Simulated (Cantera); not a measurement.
An isothermal, constant-pressure homogeneous reactor starts with CH₃OH : O₂ : N₂ = 0.004 : 0.0067 : 1 (molar parts), equivalence ratio 0.90, at 900 K and 19.0 bar. Integrator tolerance rtol = 1e-08.

Detailed kinetics in Cantera: GRI-Mech 3.0 (53 species, 325 reactions). GRI-Mech 3.0 was tuned for natural gas; its chemistry of methanol as a main component is partial and can be far from experiment. The pressure lies above the range GRI-Mech 3.0 was tuned for (to about 10 atm). Below about 1000 K GRI-Mech 3.0 lacks low-temperature oxidation paths.

**Question.** What does this change do: temperature 900 to 1100 K?

**Answer.** 
```json
[
 {"quantity": "x(CH₃OH) at 10.0 s", "before": "1.18e-8 (gas-phase equilibrium <1e-12)", "after": "<1e-12 (gas-phase equilibrium <1e-12)"},
 {"quantity": "x(O₂) at 10.0 s", "before": "0.00174 (gas-phase equilibrium 0.000691)", "after": "0.000692 (gas-phase equilibrium 0.000688)"},
 {"quantity": "x(CH₂CO) at 10.0 s", "before": "<1e-12 (gas-phase equilibrium <1e-12)", "after": "<1e-12 (gas-phase equilibrium <1e-12)"},
 {"quantity": "x(H) at 10.0 s", "before": "8.47e-11 (gas-phase equilibrium <1e-12)", "after": "2.24e-11 (gas-phase equilibrium <1e-12)"},
 {"quantity": "x(H₂) at 10.0 s", "before": "0.000155 (gas-phase equilibrium <1e-12)", "after": "1.03e-7 (gas-phase equilibrium 9.16e-11)"},
 {"quantity": "x(C₂H₄) at 10.0 s", "before": "<1e-12 (gas-phase equilibrium <1e-12)", "after": "<1e-12 (gas-phase equilibrium <1e-12)"},
 {"quantity": "x(CH₄) at 10.0 s", "before": "1.27e-9 (gas-phase equilibrium <1e-12)", "after": "<1e-12 (gas-phase equilibrium <1e-12)"}
]
```
